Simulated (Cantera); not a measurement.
Cantera with NASA thermochemical tables; ideal gases at 1 bar, condensed phases pure. Values are per mole of reaction as written; species without (g) are pure solids or liquids, kept so even where they would boil at 1 bar. The tables' values for BOCl are old estimates.

### Question
Between 2323 and 2923 K, where is each reaction favourable under standard conditions?
- 2 BOCl(g) = O₂(g) + Cl₂(g) + 2 B

### Answer
- 2 BOCl(g) = O₂(g) + Cl₂(g) + 2 B: ΔG° is 704 kJ at 2323 K and 692 kJ at 2923 K; it stays positive (K < 1). ΔH° is 762 kJ and ΔS° 24 J/K at 2923 K.
